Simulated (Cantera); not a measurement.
Cantera run, input and output.

```python
import numpy as np
import cantera as ct

gas = ct.Solution("gri30.yaml")
gas.TPX = 1475, 65000, {'CH4': 1, 'O2': 1.18, 'N2': 4.42, 'H2O': 0.041}
reactor = ct.IdealGasReactor(gas, energy="on", clone=False)
net = ct.ReactorNet([reactor])
net.rtol, net.atol = 1e-08, 1e-16
show = ['CH4', 'O2', 'CH2', 'CH3', 'CH2CO', 'N2O']
times = np.geomspace(3e-06, 1, 14)

steps = ct.SolutionArray(gas, extra=["t"])
rows = []
print(f"{'t/s':>10s}{'T/K':>9s}{'P/Pa':>11s}" + "".join(f"{s:>11s}" for s in show))
for t in times:
    while net.time < t:
        t_next = net.step()
        steps.append(gas.state, t=t_next)
    rows.append([np.interp(t, steps.t, y) for y in (steps.T, steps.P, *steps(*show).X.T)])
    print(f"{t:10.3e}{rows[-1][0]:9.1f}{rows[-1][1]:11.4g}" + "".join(f"{x:11.3e}" for x in rows[-1][2:]))
rate = np.gradient(steps.T, steps.t)
print("integrator steps:", len(steps.t))
if steps.T.max() > steps.T[0] + 200:
    print(f"time of steepest temperature rise: {steps.t[rate.argmax()]:.4e} s")
gas.TPX = 1475, 65000, {'CH4': 1, 'O2': 1.18, 'N2': 4.42, 'H2O': 0.041}
gas.equilibrate("UV")
print(f"equilibrium (UV): T = {gas.T:.1f} K  " + "  ".join(f"{s} {gas[s].X[0]:.3e}" for s in show))
```

It prints:

```
       t/s      T/K       P/Pa        CH4         O2        CH2        CH3      CH2CO        N2O
 3.000e-06   1475.0    6.5e+04  1.506e-01  1.777e-01  8.755e-15  2.933e-07  2.573e-21  7.937e-14
 7.979e-06   1475.0    6.5e+04  1.506e-01  1.777e-01  3.747e-14  8.278e-07  5.237e-19  3.954e-13
 2.122e-05   1475.0    6.5e+04  1.506e-01  1.777e-01  2.194e-13  2.367e-06  8.213e-17  2.297e-12
 5.645e-05   1475.0    6.5e+04  1.506e-01  1.777e-01  1.852e-12  7.421e-06  1.469e-14  1.398e-11
 1.501e-04   1474.9    6.5e+04  1.505e-01  1.777e-01  2.194e-11  2.729e-05  4.064e-12  7.687e-11
 3.993e-04   1475.2  6.501e+04  1.504e-01  1.776e-01  2.781e-10  1.026e-04  1.586e-09  3.014e-10
 1.062e-03   1480.0  6.523e+04  1.490e-01  1.768e-01  2.096e-09  2.551e-04  3.442e-07  1.303e-09
 2.825e-03   2820.4  1.424e+05  1.631e-12  8.054e-04  2.771e-12  6.192e-12  9.273e-15  9.320e-08
 7.513e-03   2814.3  1.421e+05  1.691e-12  7.600e-04  2.758e-12  6.302e-12  9.452e-15  1.114e-07
 1.998e-02   2814.3  1.421e+05  1.691e-12  7.600e-04  2.758e-12  6.302e-12  9.452e-15  1.114e-07
 5.315e-02   2814.3  1.421e+05  1.691e-12  7.600e-04  2.758e-12  6.302e-12  9.452e-15  1.114e-07
 1.414e-01   2814.3  1.421e+05  1.691e-12  7.600e-04  2.758e-12  6.302e-12  9.452e-15  1.114e-07
 3.760e-01   2814.3  1.421e+05  1.691e-12  7.600e-04  2.758e-12  6.302e-12  9.452e-15  1.114e-07
 1.000e+00   2814.3  1.421e+05  1.691e-12  7.600e-04  2.758e-12  6.302e-12  9.452e-15  1.114e-07
integrator steps: 2052
time of steepest temperature rise: 2.5126e-03 s
equilibrium (UV): T = 2814.3 K  CH4 1.957e-12  O2 7.600e-04  CH2 2.894e-12  CH3 7.294e-12  CH2CO 1.019e-14  N2O 1.114e-07
```

Computed with Cantera and GRI-Mech 3.0 (53 species, 325 reactions).
